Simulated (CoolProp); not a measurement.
Properties of trans-2-butene at several states (Tc = 428.6 K, pc = 40.19 bar, ω = 0.210).

Model: reference Helmholtz-energy equation of state, Lemmon 2005, in CoolProp. It is a short technical equation, of lower accuracy than the large ones.

```tsv
T (K)	p (bar)	phase	cv (kJ/(kg K))	Joule-Thomson coefficient (K/MPa)
340.5	0.211	gas	1.570	18.60
205	216	liquid	1.407	-0.5180
465.5	9.48	gas	2.046	7.491
413	1.34	gas	1.843	10.03
523	126	supercritical	2.333	2.391
292.6	4.62	liquid	1.596	-0.3074
```
